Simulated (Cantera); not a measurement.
Adiabatic ignition

An adiabatic, constant-volume homogeneous reactor starts with 19.2 % CO, 1.39 % H₂, 1.92 % CH₄, 16.3 % O₂, 61.2 % N₂, equivalence ratio 0.87, at 1500 K and 100000 Pa.

Detailed kinetics in Cantera: GRI-Mech 3.0 (53 species, 325 reactions).

```tsv
t (s)	T (K)	P (bar)	x CO	x H₂	x CH₄	x NO₂	x C₂H₆	x H₂O₂	x H
6.00e-6	1500	1.00	0.192	0.0139	0.0192	<1e-12	2.30e-11	6.37e-10	1.99e-7
1.47e-5	1500	1.00	0.192	0.0138	0.0192	<1e-12	2.23e-9	2.48e-9	7.66e-7
3.61e-5	1500	1.00	0.192	0.0138	0.0191	<1e-12	6.82e-7	1.45e-8	8.57e-6
8.86e-5	1962	1.32	0.158	0.00448	3.50e-11	1.40e-9	<1e-12	2.69e-7	0.0159
0.000217	2707	1.74	0.0962	0.00437	<1e-12	4.29e-7	<1e-12	1.08e-7	0.00722
0.000533	2860	1.82	0.0858	0.00366	<1e-12	3.21e-6	<1e-12	1.80e-7	0.00461
0.00131	2852	1.81	0.0855	0.00367	<1e-12	6.33e-6	<1e-12	1.74e-7	0.00446
0.00321	2850	1.81	0.0854	0.00368	<1e-12	7.30e-6	<1e-12	1.72e-7	0.00442
0.00788	2850	1.81	0.0854	0.00368	<1e-12	7.34e-6	<1e-12	1.71e-7	0.00441
0.0193	2850	1.81	0.0854	0.00368	<1e-12	7.34e-6	<1e-12	1.71e-7	0.00441
0.0474	2850	1.81	0.0854	0.00368	<1e-12	7.34e-6	<1e-12	1.71e-7	0.00441
0.116	2850	1.81	0.0854	0.00368	<1e-12	7.34e-6	<1e-12	1.71e-7	0.00441
0.285	2850	1.81	0.0854	0.00368	<1e-12	7.34e-6	<1e-12	1.71e-7	0.00441
0.700	2850	1.81	0.0854	0.00368	<1e-12	7.34e-6	<1e-12	1.71e-7	0.00441
```
x: mole fraction; the columns are a selection and need not sum to one.

The time of steepest temperature rise comes out as 80.6 µs and the temperature at 0.700 s comes out as 2850 K. The equilibrium temperature is 2850 K and the x(CO) at 0.700 s is 0.0854 (gas-phase equilibrium 0.0854). The x(H₂) at 0.700 s is 0.00368 (gas-phase equilibrium 0.00368) and the x(CH₄) at 0.700 s comes out as <1e-12 (gas-phase equilibrium <1e-12).
